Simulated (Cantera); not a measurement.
A freely propagating, adiabatic, planar premixed flame of 36.3 % H2, 16.5 % O2, 47.2 % N2, unburnt at 450 K and 2.40 bar; mixture-averaged transport, grid criteria slope 0.08 and curve 0.16, no radiation.

Model: the H2/O2 subset of GRI-Mech 3.0, which has no nitrogen chemistry, integrated in Cantera. The hydrogen kinetics of GRI-Mech 3.0 are dated; newer H2 mechanisms differ, most at raised pressure. Burning velocities carry a grid error of a few per cent, more on coarse grids.

Problem. Predict: laminar burning velocity; thermal thickness; peak x(HO2); peak x(OH); peak x(H2O2); peak x(O).

Solution. laminar burning velocity: 640 cm/s
thermal thickness: 0.124 mm
peak x(HO2): 0.000854
peak x(OH): 0.0232
peak x(H2O2): 9.06e-5
peak x(O): 0.0125
